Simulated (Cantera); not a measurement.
Feed: 1 mol Si, 4.6 mol Cl₂, 0.33 mol N₂, held at 452 °C and 1.10 mbar.

These are equilibrium values from Cantera (NASA tables, ideal gas, pure condensed phases), not measurements of a reactor. Candidate condensed phases: Si, Si₃N₄; 13 gas species. Kinetics and transport are ignored.

Base state: Cl₂ 0.662, SiCl₄ 0.254, N₂ 0.0840, Cl 3.36e-5 (mole fractions); condensed: gas only.

Question: What changes in the equilibrium state with this change: temperature from 452 °C to 950 °C?

Answer: 
```
species   before   after
-------  -------  ------
Cl₂        0.662   0.550
SiCl₄      0.254   0.237
Cl       3.36e-5   0.134
N₂        0.0840  0.0783
```
